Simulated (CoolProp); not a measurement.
A single-stage vapour-compression cycle with R404A: evaporating at 305.15 K (dew point), condensing at 327.15 K (bubble point), superheat 10 K, subcooling 0 K, compressor efficiency 0.65, no pressure losses. Each further row changes one setting.

Model: reference Helmholtz-energy equation of state, Lemmon 2003, in CoolProp. It is a pseudo-pure fit of the blend.

```tsv
case	cooling COP	pressure ratio	discharge temperature (K)	refrigerating effect (kJ/kg)	volumetric capacity (kJ/m³)
as stated	?	1.70	344.0	106	7770
evaporating temperature 310.15 K	8.81	1.50	?	108	9080
condensing temperature 322.15 K	?	?	?	116	8450
subcooling 5 K	7.15	1.70	344.0	116	8490
superheat 20 K	6.70	1.70	353.7	?	?
compressor efficiency 0.55	?	1.70	346.1	106	7770
```

Complete the blanks.


- as stated, cooling COP: 6.54
- evaporating temperature 310.15 K, discharge temperature (K): 342.5
- condensing temperature 322.15 K, cooling COP: 8.99
- condensing temperature 322.15 K, pressure ratio: 1.52
- condensing temperature 322.15 K, discharge temperature (K): 337.6
- superheat 20 K, refrigerating effect (kJ/kg): 118
- superheat 20 K, volumetric capacity (kJ/m³): 8010
- compressor efficiency 0.55, cooling COP: 5.54
